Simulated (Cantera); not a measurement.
A Cantera script and its output.

```python
import numpy as np
import cantera as ct

gas = ct.Solution("h2o2.yaml")
gas.TPX = 425, 25000, {'H2': 1, 'O2': 0.549, 'N2': 1.65}
flame = ct.FreeFlame(gas, width=0.11)
flame.set_refine_criteria(ratio=3, slope=0.08, curve=0.16)
flame.transport_model = "mixture-averaged"
flame.solve(loglevel=0, auto=True)
z, T = flame.grid, flame.T
thick = (T[-1] - T[0]) / np.gradient(T, z).max()
show = ['H2', 'O2', 'OH', 'HO2', 'H', 'H2O']
print(f"laminar burning velocity  {flame.velocity[0] * 100:.3f} cm/s")
print(f"burnt temperature         {T[-1]:.1f} K")
print(f"thermal thickness         {thick * 1e3:.4f} mm")
print(f"grid points               {len(z)}")
z0 = z[flame.heat_release_rate.argmax()]
print(f"{'z/mm':>9s}{'T/K':>9s}{'u/(m/s)':>9s}" + "".join(f"{s:>11s}" for s in show))
rows = []
for k in (-3, -2, -1.5, -1, -0.5, -0.25, 0, 0.25, 0.5, 1, 2, 4, 8):
    zz = z0 + k * thick
    rows.append([k * thick, np.interp(zz, z, T), np.interp(zz, z, flame.velocity),
                 *(np.interp(zz, z, flame.X[gas.species_index(s)]) for s in show)])
    print(f"{rows[-1][0] * 1e3:9.3f}{rows[-1][1]:9.1f}{rows[-1][2]:9.3f}" + "".join(f"{x:11.3e}" for x in rows[-1][3:]))
```

Result:

```
laminar burning velocity  413.303 cm/s
burnt temperature         2458.6 K
thermal thickness         2.3539 mm
grid points               136
     z/mm      T/K  u/(m/s)         H2         O2         OH        HO2          H        H2O
   -7.062    425.0    4.133  3.126e-01  1.716e-01  1.024e-18  1.844e-15  1.396e-18  1.537e-15
   -4.708    425.0    4.133  3.126e-01  1.716e-01  2.886e-16  7.103e-13  4.224e-16  4.393e-13
   -3.531    425.0    4.133  3.126e-01  1.716e-01  1.042e-14  3.744e-11  5.042e-14  1.836e-11
   -2.354    425.0    4.133  3.126e-01  1.716e-01  1.136e-12  6.045e-09  5.681e-11  2.366e-09
   -1.177    428.7    4.161  3.112e-01  1.719e-01  7.050e-06  6.205e-05  1.508e-05  7.957e-05
   -0.588    627.4    5.960  2.818e-01  1.688e-01  8.140e-04  1.109e-04  5.399e-03  1.472e-02
    0.000   1114.6   10.183  1.531e-01  1.242e-01  3.407e-03  3.609e-05  5.023e-02  1.153e-01
    0.588   1433.7   12.941  5.561e-02  5.846e-02  1.039e-02  1.479e-05  7.559e-02  2.281e-01
    1.177   1574.9   14.111  4.538e-02  4.692e-02  1.393e-02  1.019e-05  6.847e-02  2.477e-01
    2.354   1730.2   15.344  4.533e-02  4.268e-02  1.741e-02  7.582e-06  5.482e-02  2.576e-01
    4.708   1898.3   16.630  4.386e-02  3.861e-02  2.049e-02  5.478e-06  4.073e-02  2.695e-01
    9.415   2068.5   17.884  3.994e-02  3.444e-02  2.240e-02  3.862e-06  2.793e-02  2.840e-01
   18.831   2228.4   19.022  3.385e-02  3.038e-02  2.259e-02  2.922e-06  1.754e-02  3.000e-01
```

Cantera simulation using the H2/O2 subset of GRI-Mech 3.0, which has no nitrogen chemistry; the numbers are that mechanism's predictions, not measurements. Burning velocities carry a grid error of a few per cent, more on coarse grids.
